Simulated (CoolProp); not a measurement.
Saturation properties of methanol.

Computed with CoolProp (reference Helmholtz-energy equation of state, de Reuck 1993).

| T (K) | p (MPa) | enthalpy of vaporisation (kJ/kg) | liquid cp (kJ/(kg K)) | vapour Z | surface tension (mN/m) | liquid viscosity (µPa s) |
|---|---|---|---|---|---|---|
| 335.9 | 0.09461 | 1104 | 2.811 | 0.9490 | 19.0 | 333 |
| 348.2 | 0.1514 | 1080 | 2.920 | 0.9366 | 17.9 | 289 |
| 360.4 | 0.2331 | 1053 | 3.036 | 0.9220 | 16.8 | 254 |
| 372.6 | 0.3477 | 1023 | 3.163 | 0.9047 | 15.6 | 224 |
| 384.8 | 0.5042 | 990.7 | 3.301 | 0.8842 | 14.5 | 198 |
| 397.1 | 0.7150 | 953.9 | 3.453 | 0.8598 | 13.2 | 176 |
| 409.3 | 0.9885 | 912.9 | 3.621 | 0.8314 | 11.9 | 157 |
| 421.5 | 1.339 | 866.8 | 3.811 | 0.7984 | 10.6 | 140 |
| 433.8 | 1.786 | 814.8 | 4.035 | 0.7605 | 9.22 | 124 |
| 446 | 2.337 | 758.4 | 4.304 | 0.7199 | 7.79 | 110 |
| 458.2 | 3.011 | 698.9 | 4.648 | 0.6795 | 6.32 | 97.3 |
| 470.5 | 3.830 | 635.8 | 5.137 | 0.6389 | 4.81 | 85.3 |
| 482.7 | 4.801 | 560.0 | 5.959 | 0.5850 | 3.31 | 74.0 |
| 494.9 | 5.969 | 450.5 | 7.997 | 0.5008 | 1.83 | 62.6 |

It boils at 337.6 K under 1 atm.

Viscosity comes from a separate model (Xiang 2006). Surface tension comes from a separate correlation (Mulero 2012).
